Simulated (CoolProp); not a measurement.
Saturation properties of normal hydrogen.

Model: reference Helmholtz-energy equation of state, Leachman 2009, in CoolProp.

```tsv
T (°C)	p (MPa)	enthalpy of vaporisation (kJ/kg)	vapour Z	vapour viscosity (µPa s)	liquid conductivity (mW/(m K))
-251.25	0.1550	439.9	0.8750	1.08	104
-250.55	0.1853	434.6	0.8597	1.12	104
-249.85	0.2196	428.4	0.8433	1.17	103
-249.05	0.2639	420.1	0.8235	1.22	103
-248.35	0.3076	411.8	0.8050	1.26	102
-247.65	0.3562	402.3	0.7854	1.31	102
-246.85	0.4180	389.9	0.7615	1.37	101
-246.15	0.4779	377.5	0.7392	1.42	100
-245.45	0.5436	363.4	0.7154	1.48	99.2
-244.65	0.6262	344.8	0.6859	1.55	97.9
-243.95	0.7054	326.1	0.6579	1.62	96.5
-243.25	0.7914	304.3	0.6270	1.70	94.9
-242.45	0.8988	274.4	0.5872	1.81	92.8
-241.75	1.001	241.7	0.5462	1.94	90.9
-240.95	1.129	190.7	0.4863	2.14	89.7
```

It boils at -252.8 °C under 1 atm.

Viscosity comes from a separate model (Muzny 2013). Thermal conductivity comes from a separate model (Assael 2011).
